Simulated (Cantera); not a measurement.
Source: NASA polynomial tables (part measured, part estimated), evaluated in Cantera. Values are per mole of reaction as written; species without (g) are pure solids or liquids, kept so even where they would boil at 1 bar.

Q: Between 2548 and 2798 K, where is each reaction favourable under standard conditions?
- 3 Cl2(g) + 2 BN = 2 BCl3(g) + N2(g)

A: 
- 3 Cl2(g) + 2 BN = 2 BCl3(g) + N2(g): ΔG° is -487 kJ at 2548 K and -503 kJ at 2798 K; it stays negative (K > 1). ΔH° is -329 kJ and ΔS° 62 J/K at 2798 K.
